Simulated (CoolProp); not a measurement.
Ammonia along the isobar 27.4 MPa: density (kg/m³) from the reference equation and from simpler models built on Tc = 405.6 K, pc = 11.36 MPa, ω = 0.256; each cubic takes its own stable root.

Values from CoolProp's reference Helmholtz-energy equation of state, Gao 2020.

```csv
T (K),phase,reference
236.8,liquid,697.9
245.7,liquid,687.8
254.5,liquid,677.7
263.4,liquid,667.3
272.2,liquid,656.9
281,liquid,646.2
289.9,liquid,635.2
298.7,liquid,624.0
```

Question: How far does each simpler model (Redlich-Kwong, Peng-Robinson) lie from the reference over these 8 states: mean and median of the absolute difference, and the worst?

Answer: 
- Redlich-Kwong: mean 22.6 %, median 22.6 %, worst -22.7 % at 298.7 K and 27.4 MPa
- Peng-Robinson: mean 10.5 %, median 10.4 %, worst -11.0 % at 236.8 K and 27.4 MPa
